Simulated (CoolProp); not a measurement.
Properties of ethylbenzene along the isotherm 346.85 °C.

Values from CoolProp's reference Helmholtz-energy equation of state, Zhou 2012.

| p (MPa) | phase | density (kg/m³) | cv (kJ/(kg K)) | Joule-Thomson coefficient (K/MPa) | isothermal compressibility (1/MPa) |
|---|---|---|---|---|---|
| 0.165 | gas | 3.454 | 2.204 | 7.017 | 6.161 |
| 0.329 | gas | 7.004 | 2.208 | 7.184 | 3.144 |
| 0.494 | gas | 10.70 | 2.213 | 7.366 | 2.133 |
| 0.659 | gas | 14.54 | 2.218 | 7.562 | 1.630 |
| 0.823 | gas | 18.51 | 2.223 | … | … |
| 0.988 | gas | … | 2.228 | 8.004 | 1.136 |
| 1.15 | gas | 26.93 | 2.234 | … | 0.9991 |
| 1.32 | gas | 31.62 | 2.240 | 8.536 | 0.8943 |
| 1.48 | gas | … | 2.246 | 8.832 | 0.8201 |
| 1.65 | gas | 41.45 | 2.254 | 9.181 | 0.7599 |
| 1.81 | gas | 46.64 | … | … | 0.7165 |

Question: Fill in the missing entries.

Answer: 
- 0.823, Joule-Thomson coefficient (K/MPa): 7.773
- 0.823, isothermal compressibility (1/MPa): 1.333
- 0.988, density (kg/m³): 22.67
- 1.15, Joule-Thomson coefficient (K/MPa): 8.251
- 1.48, density (kg/m³): 36.25
- 1.81, cv (kJ/(kg K)): 2.261
- 1.81, Joule-Thomson coefficient (K/MPa): 9.547
